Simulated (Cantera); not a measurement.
A freely propagating, adiabatic, planar premixed flame of C3H8 : O2 : N2 = 1 : 3.57 : 13.4 (molar parts), unburnt at 525 K and 975 Torr; mixture-averaged transport, grid criteria slope 0.08 and curve 0.16, no radiation.

Model: GRI-Mech 3.0 (53 species, 325 reactions), integrated in Cantera. GRI-Mech 3.0 was tuned for natural gas; its chemistry of propane as a main component is partial and can be far from experiment. Burning velocities carry a grid error of a few per cent, more on coarse grids.

### Question
What does this change do: inlet temperature 525 to 625 K?

### Answer
```
quantity                     before     after
------------------------  ---------  --------
laminar burning velocity  84.0 cm/s  122 cm/s
thermal thickness          0.261 mm  0.235 mm
peak x(CH4)                 0.00532   0.00538
peak x(C2H2)                0.00498   0.00537
peak x(HO2)                0.000223  0.000248
peak x(CH3)                 0.00350   0.00408
```
